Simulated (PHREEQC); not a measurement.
Solution (20 °C and 10 atm): 190 mmol/kgw NH4Cl. Closed to the air; pH follows from the charge balance.

The numbers come from PHREEQC with the ion-association model, phreeqc.dat.

No solid was allowed to form.

Task: Predict the pH.

Result: pH 5.20.

Complexes and solids missing from the database can't appear.
